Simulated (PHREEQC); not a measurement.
Consider water at 25 °C with 62 mmol/kgw HF, 21 mmol/kgw Na2SO4 and 33 mmol/kgw NaCl. Closed to the air; pH follows from the charge balance.

All values are PHREEQC results (ion-association model, phreeqc.dat), not measurements.

This is a speciation only: nothing precipitates in the calculation.

Problem. What pH, ionic strength, density does the model give?

Solution. pH 2.27; ionic strength 0.0943 mol/kgw; density 1.002 g/cm³.

Problem. In which forms is S present?

Solution. SO4-2 72 %, HSO4- 18 %, NaSO4- 9.9 % of the S.

Complexes and solids missing from the database can't appear.
